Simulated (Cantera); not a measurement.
Input: 1 mol CCl4, 0.68 mol HCl, at 952 °C and 14.0 mbar.

These are equilibrium values from Cantera (NASA tables, ideal gas, pure condensed phases), not measurements of a reactor. Candidate condensed phases: C, C6H6, C7H8, C8H18; 91 gas species. The numbers say what is thermodynamically allowed, not how fast it happens.

Q: What is the equilibrium state?

A: 
| Property | Result |
|---|---|
| x(Cl2) | 0.708 |
| x(HCl) | 0.248 |
| x(Cl) | 0.0434 |
| x(CCl4) | 6.80e-6 |
| n(C(graphite)) | 1.000 mol |
| gas amount | 2.739 mol |
